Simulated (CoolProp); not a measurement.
Vapour-liquid equilibrium of acetone (1) + toluene (2) at 109.65 °C; x and y are mole fractions of (1).

Model: multi-fluid Helmholtz-energy mixture model, Lemmon 2006 and Lemmon 2006; pair parameters Bell 2016, in CoolProp.

Give the bubble pressure and the first vapour's composition at x = 0.125, 0.275, 0.725. Is there an azeotrope?

x = 0.125: 0.1670 MPa, y = 0.462; x = 0.275: 0.2314 MPa, y = 0.658; x = 0.725: 0.3820 MPa, y = 0.898. No azeotrope shows between x = 0.05 and 0.95.

Pair parameters are fitted to limited data, so mixtures are less certain than the pure fluids.
